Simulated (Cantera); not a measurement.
Input (Python, Cantera) and output of one run.

```python
import numpy as np
import cantera as ct

gas_names = [...]  # 110 gases of nasa_gas.yaml made of C, H, O
cond_names = """
    C(gr) C6H6(L) C7H8(L) C8H18(L),n-octa H2O(s) H2O(L)
""".split()


# ... load() reads the species with a 1 bar reference pressure and builds the phases ...
atoms = {
    'CH4': {'C': 1, 'H': 4},
    'H2O': {'H': 2, 'O': 1},
}
top_T = {'C(gr)': 4500}  # K; cautious upper limits of use, not melting points


# ... equilibrate(T, P, feed) seeds the gas with the atoms and calls Mixture.equilibrate('TP', solver="vcs", rtol=1e-11, max_steps=5000) ...
results = []
feed = {'CH4': 1, 'H2O': 0.11}  # mol
P = 6600000  # Pa
for T in [975, 1075, 1175, 1275, 1375, 1475, 1575, 1675, 1775, 1875]:
    mix = equilibrate(T, P, feed)
    results.append((T, P, feed, dict(zip(mix.species_names, mix.species_moles))))

top = {s: max(r[3][s] / sum(r[3][g] for g in gas_names) for r in results) for s in gas_names}
cols = sorted((s for s in top if top[s] > 1e-05), key=lambda s: -top[s])[:5]
seen = [c for c in cond_names if any(r[3].get(c, 0) > 1e-12 for r in results)]
print("log10 of partial pressures in bar; condensed amounts in mol")
print(f"{'T/K':>10s}" + "".join(f"{s[:9]:>10s}" for s in cols + seen))
for T, P, feed, n in results:
    ng = sum(n[g] for g in gas_names)
    print(f"{T:10.4g}" + "".join(f"{np.log10(max(n[s] / ng * P / 1e5, 1e-99)):10.3f}" for s in cols)
          + "".join(f"{n.get(c, 0):10.4g}" for c in seen))
```

Output:

```
log10 of partial pressures in bar; condensed amounts in mol
       T/K        H2       CH4       H2O        CO       CO2     C(gr)
       975     1.263     1.626     0.682    -0.360    -0.738    0.1595
      1075     1.437     1.527     0.572     0.034    -0.799    0.2511
      1175     1.559     1.401     0.393     0.294    -0.980    0.3543
      1275     1.643     1.252     0.145     0.436    -1.283    0.4619
      1375     1.697     1.091    -0.142     0.499    -1.655    0.5643
      1475     1.731     0.926    -0.433     0.521    -2.038    0.6504
      1575     1.753     0.765    -0.709     0.527    -2.397    0.7158
      1675     1.766     0.614    -0.961     0.527    -2.721    0.7625
      1775     1.775     0.473    -1.190     0.526    -3.010     0.795
      1875     1.781     0.344    -1.395     0.524    -3.266     0.817
```

Cantera equilibrium calculation (NASA polynomials, part measured and part estimated; ideal gas, pure solids and liquids). The ideal-gas law is rough above about 30 bar.
